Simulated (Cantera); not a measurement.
# Equilibrium for silicon oxide and oxynitride deposition: SiCl4 + H2O

Feed: 1 mol SiCl4, 13 mol H2O, at 1.00 Torr.

Equilibrium computed with Cantera from the NASA thermochemical tables; the gas is ideal and each condensed phase is pure. Candidate condensed phases: H2O, Si, SiO2; 30 gas species. The tables hold silica as quartz up to 1696 K and as liquid above; real silica turns to tridymite and cristobalite and melts near 1996 K. Rates play no part.

```json
[
 {"T (K)": "900", "x H2O": "0.733", "x HCl": "0.267", "x H2": "7.34e-7", "x Cl": "9.73e-7", "x O2": "7.66e-9", "x OH": "2.57e-9", "x H": "2.74e-12", "x O": "<1e-12", "n SiO2(β-quartz)": "1.00", "n SiO2(condensed)": "0"},
 {"T (K)": "1050", "x H2O": "0.733", "x HCl": "0.267", "x H2": "1.02e-5", "x Cl": "1.69e-5", "x O2": "5.09e-7", "x OH": "1.63e-7", "x H": "7.09e-10", "x O": "1.31e-11", "n SiO2(β-quartz)": "1.00", "n SiO2(condensed)": "0"},
 {"T (K)": "1200", "x H2O": "0.733", "x HCl": "0.267", "x H2": "8.70e-5", "x Cl": "0.000134", "x O2": "8.61e-6", "x OH": "3.39e-6", "x H": "5.04e-8", "x O": "2.01e-9", "n SiO2(β-quartz)": "1.00", "n SiO2(condensed)": "0"},
 {"T (K)": "1350", "x H2O": "0.733", "x HCl": "0.266", "x H2": "0.000487", "x Cl": "0.000655", "x O2": "7.07e-5", "x OH": "3.52e-5", "x H": "1.44e-6", "x O": "9.71e-8", "n SiO2(β-quartz)": "1.00", "n SiO2(condensed)": "0"},
 {"T (K)": "1500", "x H2O": "0.731", "x HCl": "0.264", "x H2": "0.00199", "x Cl": "0.00230", "x O2": "0.000364", "x OH": "0.000226", "x H": "2.15e-5", "x O": "2.12e-6", "n SiO2(β-quartz)": "1.00", "n SiO2(condensed)": "0"},
 {"T (K)": "1650", "x H2O": "0.726", "x HCl": "0.259", "x H2": "0.00633", "x Cl": "0.00635", "x O2": "0.00136", "x OH": "0.00103", "x H": "0.000198", "x O": "2.61e-5", "n SiO2(β-quartz)": "1.000", "n SiO2(condensed)": "0"},
 {"T (K)": "1800", "x H2O": "0.711", "x HCl": "0.248", "x H2": "0.0166", "x Cl": "0.0145", "x O2": "0.00400", "x OH": "0.00358", "x H": "0.00126", "x O": "0.000211", "n SiO2(β-quartz)": "0", "n SiO2(condensed)": "0.999"}
]
```
x: gas mole fraction; n: condensed amount in mol.

From 900 K to 1650 K the condensed part is SiO2(β-quartz). At 1800 K the condensed part is SiO2(condensed).
